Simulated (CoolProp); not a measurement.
Model: reference Helmholtz-energy equation of state, Penoncello 2003, in CoolProp.

**Question.** For CHF3 (R23), give the phase and the density (kg/m³), viscosity (µPa s) at -49.95 °C and 64.4 bar; -49.95 °C and 145 bar; -49.95 °C and 209 bar.

**Answer.** 
- -49.95 °C and 64.4 bar: liquid; density 1340, viscosity 205
- -49.95 °C and 145 bar: liquid; density 1370, viscosity 223
- -49.95 °C and 209 bar: liquid; density 1380, viscosity 237

Viscosity comes from a separate model (Shan 2000).
